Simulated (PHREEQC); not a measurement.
Make-up at 75 °C: 0.29 mol ZnSO4 and 0.011 mol KCl per kg of water. Closed to the air; pH follows from the charge balance.

Model: ion-association model, phreeqc.dat, run in PHREEQC.

```csv
quantity,before,after
pH,4.99,2.84
ionic strength (mol/kgw),0.550,0.555
K+ (mol/kgw),0.00906,0.00912
Cl- (mol/kgw),0.00768,0.00767
SI of Sylvite (KCl),-5.70,-5.70
```

Question: What was changed between the two runs?
A) 0.037 mol/kgw HF added
B) ZnSO4 left out
C) ZnSO4 from 0.29 to 0.58 mol/kgw

Answer: A, 0.037 mol/kgw HF added

No solid was allowed to form. At this temperature some constants are extrapolated from 25 °C, and those without enthalpy data are left unchanged.
